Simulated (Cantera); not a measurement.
What does this Cantera script print?

```python
import numpy as np
import cantera as ct

gas = ct.Solution("gri30.yaml")
gas.TPX = 600, 740000, {'CO': 1, 'H2': 0.8, 'O2': 0.909, 'N2': 3.42}
inlet = ct.Reservoir(gas, clone=True)
gas.equilibrate("HP")  # start burning
reactor = ct.IdealGasConstPressureReactor(gas, energy="on", clone=False)
exhaust = ct.Reservoir(gas, clone=True)
tau = [0.078, 0.031, 0.012, 0.0048, 0.0019, 0.00074, 0.00029, 0.00012, 4.6e-05, 1.8e-05, 7.2e-06][0]
for a, b in ((inlet, reactor), (reactor, exhaust)):
    ct.MassFlowController(a, b, mdot=lambda t: reactor.mass / tau)
net = ct.ReactorNet([reactor])
show = ['CO', 'H2', 'O2', 'OH', 'N2O', 'H2O', 'NO2']

rows = []
print(f"{'tau/s':>10s}{'T/K':>9s}" + "".join(f"{s:>11s}" for s in show))
for tau in [0.078, 0.031, 0.012, 0.0048, 0.0019, 0.00074, 0.00029, 0.00012, 4.6e-05, 1.8e-05, 7.2e-06]:
    net.initial_time = 0.0
    net.advance(30 * tau)
    before = gas.X
    net.advance(40 * tau)
    drift = np.max(np.abs(gas.X - before) / (gas.X + 1e-9))
    rows.append([gas.T, *gas[show].X, drift])
    print(f"{tau:10.3e}{gas.T:9.1f}" + "".join(f"{x:11.3e}" for x in gas[show].X))
```

It prints:

```
     tau/s      T/K         CO         H2         O2         OH        N2O        H2O        NO2
 7.800e-02   2574.0  2.814e-02  3.930e-03  1.298e-02  6.570e-03  7.948e-07  1.425e-01  3.179e-06
 3.100e-02   2573.4  2.823e-02  3.944e-03  1.312e-02  6.607e-03  7.936e-07  1.425e-01  3.092e-06
 1.200e-02   2571.9  2.848e-02  3.981e-03  1.347e-02  6.697e-03  7.914e-07  1.423e-01  2.883e-06
 4.800e-03   2567.8  2.909e-02  4.071e-03  1.419e-02  6.887e-03  7.895e-07  1.421e-01  2.478e-06
 1.900e-03   2556.5  3.055e-02  4.297e-03  1.555e-02  7.259e-03  7.932e-07  1.414e-01  1.843e-06
 7.400e-04   2528.2  3.381e-02  4.825e-03  1.784e-02  7.925e-03  8.077e-07  1.401e-01  1.158e-06
 2.900e-04   2471.9  3.972e-02  5.853e-03  2.132e-02  8.980e-03  8.200e-07  1.375e-01  6.493e-07
 1.200e-04   2388.2  4.777e-02  7.381e-03  2.577e-02  1.023e-02  8.064e-07  1.338e-01  3.435e-07
 4.600e-05   2265.3  5.846e-02  9.578e-03  3.169e-02  1.142e-02  7.580e-07  1.284e-01  1.713e-07
 1.800e-05   2112.6  7.092e-02  1.208e-02  3.882e-02  1.178e-02  6.922e-07  1.222e-01  1.043e-07
 7.200e-06   1920.0  8.838e-02  1.486e-02  4.916e-02  1.060e-02  6.193e-07  1.160e-01  6.933e-08
```

Computed with Cantera and GRI-Mech 3.0 (53 species, 325 reactions). The hydrogen kinetics of GRI-Mech 3.0 are dated; newer H2 mechanisms differ, most at raised pressure.
